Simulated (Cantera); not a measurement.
Feed: 1 mol Si(CH₃)₄, 0.59 mol CH₄, 370 mol H₂, equilibrated at 2225 °C and 7.50 Torr.

Equilibrium computed with Cantera from the NASA thermochemical tables; the gas is ideal and each condensed phase is pure. Candidate condensed phases: C, C₆H₆, C₇H₈, C₈H₁₈, Si, SiC; 87 gas species. The numbers say what is thermodynamically allowed, not how fast it happens.

Base state: H₂ 0.773, H 0.219, C₂H₂ (acetylene) 0.00492, Si 0.00199, SiC₂ 0.000305, C₂H 9.97e-5, SiH 4.64e-5, C₃ 2.20e-5 (mole fractions); condensed: gas only.

### Question
What changes in the equilibrium state with this change: Si(CH₃)₄ replaced by SiCl₄?

### Answer
```json
[
 {"species": "H₂", "before": "0.773", "after": "0.769"},
 {"species": "H", "before": "0.219", "after": "0.219"},
 {"species": "HCl", "before": "0", "after": "0.00791"},
 {"species": "C₂H₂ (acetylene)", "before": "0.00492", "after": "0.000636"},
 {"species": "Si", "before": "0.00199", "after": "0.00226"},
 {"species": "Cl", "before": "0", "after": "0.00159"},
 {"species": "C₄H₂", "before": "1.29e-5", "after": "2.17e-7"}
]
```

### Question
What changes in the equilibrium state with this change: pressure from 7.50 Torr to 180 Torr?

### Answer
```
species            before    after
----------------  -------  -------
H₂                  0.773    0.942
H                   0.219   0.0494
C₂H₂ (acetylene)  0.00492  0.00554
Si                0.00199  0.00184
CH₄               6.93e-7  2.38e-5
C₃                2.20e-5  8.15e-7
SiH₂              3.34e-6  9.01e-5
C                 1.25e-5  5.00e-7
```
Gases not in the tables: Si₂H₆ and higher silanes.
